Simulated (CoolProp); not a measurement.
The fluid at 389.4 K and 0.00589 MPa is throttled through a valve to 0.00264 MPa with no heat exchange. The same conditions are run with several fluids, on thermodynamics alone (safety and materials aside).

The numbers come from the reference Helmholtz-energy equation of state of each fluid (n-undecane: Aleksandrov 2011; n-decane: Lemmon 2006; R236FA: Pan 2012; cyclopropane: Polt 1992; isobutane: Bücker 2006) in CoolProp. The equations of Platzer and Polt are older, rougher fits.

```json
[
 {"fluid": "n-undecane", "temperature change (K)": "-0.2", "final density (kg/m³)": "0.128"},
 {"fluid": "n-decane", "temperature change (K)": "-0.1", "final density (kg/m³)": "0.116"},
 {"fluid": "R236FA", "temperature change (K)": "-0.0", "final density (kg/m³)": "0.124"},
 {"fluid": "cyclopropane", "temperature change (K)": "-0.0", "final density (kg/m³)": "0.0343"},
 {"fluid": "isobutane", "temperature change (K)": "-0.0", "final density (kg/m³)": "0.0474"}
]
```
